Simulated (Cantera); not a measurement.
**Al + HCl + N₂ + N₂O (aluminium nitride and oxide growth)**

Input: 1 mol Al, 0.75 mol HCl, 13 mol N₂, 4.1 mol N₂O, held at 0.0100 bar.

Method: chemical equilibrium by Gibbs-energy minimisation in Cantera with the NASA 1993 tables (ideal gas, pure condensed phases). Candidate condensed phases: Al, AlCl₃, AlN, Al₂O₃, H₂O, NH₄Cl; 45 gas species. Condensed phases not in the tables: AlOCl. Kinetics and transport are ignored.

From 725 K to 1725 K the condensed part is Al₂O₃(s).

```
T (K)  log p N₂  log p O₂  log p HCl  log p Cl  log p H₂O  log p Cl₂  log p NO  n Al₂O₃(s)
-----  --------  --------  ---------  --------  ---------  ---------  --------  ----------
725       -2.05     -3.19      -3.64     -7.91      -4.09      -4.09     -8.55       0.500
825       -2.05     -3.19      -3.55     -6.91      -4.26      -4.26     -7.74       0.500
925       -2.05     -3.18      -3.50     -6.14      -4.41      -4.41     -7.12       0.500
1025      -2.05     -3.18      -3.48     -5.53      -4.53      -4.56     -6.61       0.500
1125      -2.05     -3.18      -3.46     -5.04      -4.62      -4.71     -6.20       0.500
1225      -2.05     -3.18      -3.46     -4.67      -4.64      -4.91     -5.85       0.500
1325      -2.05     -3.18      -3.47     -4.40      -4.58      -5.18     -5.56       0.500
1425      -2.05     -3.18      -3.49     -4.21      -4.47      -5.50     -5.31       0.500
1525      -2.05     -3.19      -3.52     -4.07      -4.36      -5.82     -5.09       0.500
1625      -2.05     -3.19      -3.56     -3.96      -4.26      -6.12     -4.90       0.500
1725      -2.05     -3.20      -3.60     -3.86      -4.17      -6.41     -4.73       0.500
```
log p: log10 of the partial pressure in bar; n: condensed amount in mol.
